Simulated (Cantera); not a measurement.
A Cantera script and its output.

```python
import numpy as np
import cantera as ct

gas = ct.Solution("gri30.yaml")
gas.TPX = 375, 160000, {'CH4': 1, 'CO': 0.075, 'O2': 2.34, 'N2': 8.81}
flame = ct.FreeFlame(gas, width=0.029)
flame.set_refine_criteria(ratio=3, slope=0.08, curve=0.16)
flame.transport_model = "mixture-averaged"
flame.solve(loglevel=0, auto=True)
z, T = flame.grid, flame.T
thick = (T[-1] - T[0]) / np.gradient(T, z).max()
show = ['CH4', 'CO', 'O2', 'N2O', 'C2H4', 'NO']
print(f"laminar burning velocity  {flame.velocity[0] * 100:.3f} cm/s")
print(f"burnt temperature         {T[-1]:.1f} K")
print(f"thermal thickness         {thick * 1e3:.4f} mm")
print(f"grid points               {len(z)}")
z0 = z[flame.heat_release_rate.argmax()]
print(f"{'z/mm':>9s}{'T/K':>9s}{'u/(m/s)':>9s}" + "".join(f"{s:>11s}" for s in show))
rows = []
for k in (-3, -2, -1.5, -1, -0.5, -0.25, 0, 0.25, 0.5, 1, 2, 4, 8):
    zz = z0 + k * thick
    rows.append([k * thick, np.interp(zz, z, T), np.interp(zz, z, flame.velocity),
                 *(np.interp(zz, z, flame.X[gas.species_index(s)]) for s in show)])
    print(f"{rows[-1][0] * 1e3:9.3f}{rows[-1][1]:9.1f}{rows[-1][2]:9.3f}" + "".join(f"{x:11.3e}" for x in rows[-1][3:]))
```

Result:

```
laminar burning velocity  40.998 cm/s
burnt temperature         2157.7 K
thermal thickness         0.3106 mm
grid points               144
     z/mm      T/K  u/(m/s)        CH4         CO         O2        N2O       C2H4         NO
   -0.932    375.1    0.410  8.175e-02  6.134e-03  1.913e-01  6.581e-13  4.957e-09  5.947e-11
   -0.621    376.8    0.412  8.157e-02  6.150e-03  1.911e-01  1.396e-11  1.004e-07  8.650e-10
   -0.466    385.4    0.422  8.093e-02  6.273e-03  1.903e-01  1.328e-10  9.100e-07  6.011e-09
   -0.311    453.0    0.499  7.686e-02  7.450e-03  1.855e-01  1.885e-09  1.209e-05  7.067e-08
   -0.155    872.0    0.970  5.328e-02  1.705e-02  1.517e-01  2.641e-08  1.492e-04  1.416e-06
   -0.078   1286.2    1.439  2.870e-02  2.875e-02  1.123e-01  6.829e-08  3.041e-04  3.557e-06
    0.000   1671.1    1.875  5.956e-03  3.816e-02  6.813e-02  1.423e-07  1.622e-04  6.738e-06
    0.078   1825.0    2.040  2.827e-04  3.128e-02  4.527e-02  2.341e-07  4.484e-06  1.044e-05
    0.155   1884.8    2.096  7.076e-06  2.238e-02  3.820e-02  2.876e-07  3.508e-08  1.303e-05
    0.311   1958.1    2.165  1.334e-08  1.451e-02  3.364e-02  3.205e-07  1.567e-11  1.656e-05
    0.621   2035.6    2.241  1.223e-13  9.651e-03  3.035e-02  3.524e-07  1.264e-17  2.170e-05
    1.242   2098.4    2.302  3.456e-18  6.058e-03  2.790e-02  3.712e-07  7.620e-25  2.887e-05
    2.485   2137.3    2.339  4.944e-19  3.435e-03  2.637e-02  3.278e-07  6.599e-29  3.800e-05
```

Detailed kinetics in Cantera: GRI-Mech 3.0 (53 species, 325 reactions). Burning velocities carry a grid error of a few per cent, more on coarse grids.
